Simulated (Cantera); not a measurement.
# Hydrocarbon pyrolysis for carbon deposition

An isothermal, constant-pressure homogeneous reactor starts with 9.71 % C2H6, 90.3 % N2, at 1850 K and 0.0188 atm.

Model: GRI-Mech 3.0 (53 species, 325 reactions), integrated in Cantera. GRI-Mech 3.0 stops at C3 and has no aromatics, soot or wall deposition, so with more carbon than oxygen in the feed, carbon stays in small species such as C2H2 where larger ones or solid carbon would form. Radical loss at walls, strong at low pressure, is not modelled.

| t (s) | x C2H6 | x HCN | x C2H | x C2H4 | x CH2 |
|---|---|---|---|---|---|
| 2.00e-6 | 0.0961 | <1e-12 | <1e-12 | 2.15e-7 | 1.65e-8 |
| 5.52e-6 | 0.0945 | <1e-12 | <1e-12 | 3.41e-6 | 3.67e-7 |
| 1.53e-5 | 0.0899 | 7.65e-11 | <1e-12 | 7.12e-5 | 6.80e-6 |
| 4.21e-5 | 0.0763 | 4.96e-8 | 9.85e-10 | 0.00179 | 6.65e-5 |
| 0.000116 | 0.0375 | 2.22e-6 | 8.27e-7 | 0.0190 | 0.000196 |
| 0.000321 | 0.00242 | 1.26e-5 | 1.33e-5 | 0.0326 | 0.000202 |
| 0.000887 | 7.04e-5 | 2.18e-5 | 1.09e-5 | 0.0124 | 5.95e-5 |
| 0.00245 | 1.52e-5 | 2.49e-5 | 6.29e-6 | 0.00301 | 1.91e-5 |
| 0.00676 | 5.27e-6 | 2.67e-5 | 4.24e-6 | 0.000633 | 8.12e-6 |
| 0.0187 | 2.19e-6 | 2.84e-5 | 3.43e-6 | 0.000231 | 4.40e-6 |
| 0.0516 | 9.28e-7 | 3.10e-5 | 3.57e-6 | 9.48e-5 | 3.10e-6 |
| 0.142 | 2.32e-7 | 3.72e-5 | 4.48e-6 | 2.51e-5 | 2.11e-6 |
| 0.393 | 2.33e-8 | 5.18e-5 | 6.31e-6 | 6.27e-6 | 1.06e-6 |
| 1.09 | 1.20e-9 | 7.65e-5 | 8.14e-6 | 4.26e-6 | 3.40e-7 |
| 3.00 | 7.46e-11 | 9.83e-5 | 8.52e-6 | 4.14e-6 | 8.82e-8 |
x: mole fraction; the columns are a selection and need not sum to one.

Equilibrium at this temperature and pressure: C2H6 5.16e-12, HCN 0.0967, C2H 3.46e-6, C2H4 1.68e-6, CH2 2.03e-8 (gas phase only).
